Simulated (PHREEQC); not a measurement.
Make-up at 25 °C: 0.19 mol NaOH, 0.00038 mol Na2SO4, 0.092 mol KBr and 0.13 mol KCl per kg of water. Closed to the air; pH follows from the charge balance.

Equilibrium calculation in PHREEQC: ion-association model, phreeqc.dat.

Precipitation was switched off in this run.

Question: Order these S species by the share of S that they hold, largest first: NaSO4-, SO4-2, KSO4-.

Answer: SO4-2 (65 %), KSO4- (21 %), NaSO4- (14 %)

The pH is 13.09 and the ionic strength 0.413 mol/kgw. Complexes and solids missing from the database can't appear.
